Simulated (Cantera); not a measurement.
What does this Cantera script print?

```python
import numpy as np
import cantera as ct

gas_names = """
    AL ALH ALN ALO ALOH ALO2 ALO2H AL2 AL2O AL2O2 H HALO HNO HNO2 HNO3 HO2 H2 H2O H2O2 N NH NH2 NH3
    NH2OH NO NO2 NO3 N2 N2H2 N2H4 N2O O OH O2 O3
""".split()
cond_names = """
    AL(cr) AL(L) ALN(s) AL2O3(a) AL2O3(L) H2O(s) H2O(L)
""".split()


# ... load() reads the species with a 1 bar reference pressure and builds the phases ...
atoms = {
    'Al2O3': {'AL': 2, 'O': 3},
    'H2': {'H': 2},
    'N2': {'N': 2},
}
top_T = {'ALN(s)': 2750}  # K; cautious upper limits of use, not melting points


# ... equilibrate(T, P, feed) seeds the gas with the atoms and calls Mixture.equilibrate('TP', solver="vcs", rtol=1e-11, max_steps=5000) ...
results = []
feed = {'Al2O3': 1, 'H2': 940, 'N2': 5.4}  # mol
T = 798.15  # K
P = 10000  # Pa
mix = equilibrate(T, P, feed)
results.append((T, P, feed, dict(zip(mix.species_names, mix.species_moles))))
print(gas.report(threshold=0.001))
for i in range(1, mix.n_phases):
    print(f"{mix.phase(i).name:16s} {mix.phase_moles(i):12.5e} mol")
```

It prints:

```
       temperature   798.15 K
          pressure   10000 Pa
           density   0.0032617 kg/m^3
  mean mol. weight   2.1645 kg/kmol
   phase of matter   gas

                          1 kg             1 kmol
                     ---------------   ---------------
          enthalpy        6.7654e+06        1.4644e+07  J
   internal energy        3.6995e+06        8.0078e+06  J
           entropy             82825        1.7928e+05  J/K
    Gibbs function       -5.9342e+07       -1.2845e+08  J
 heat capacity c_p             13684             29620  J/K
 heat capacity c_v            9843.1             21306  J/K

                      mass frac. Y      mole frac. X     chem. pot. / RT
                     ---------------   ---------------   ---------------
                H2           0.92604           0.99428           -19.284
                N2          0.073778         0.0057006           -31.785
     [  +33 minor]        0.00017944        2.2805e-05

AL(cr)            0.00000e+00 mol
ALN(s)            1.42183e-06 mol
AL2O3(a)          9.99999e-01 mol
```

Method: chemical equilibrium by Gibbs-energy minimisation in Cantera with the NASA 1993 tables (ideal gas, pure condensed phases).
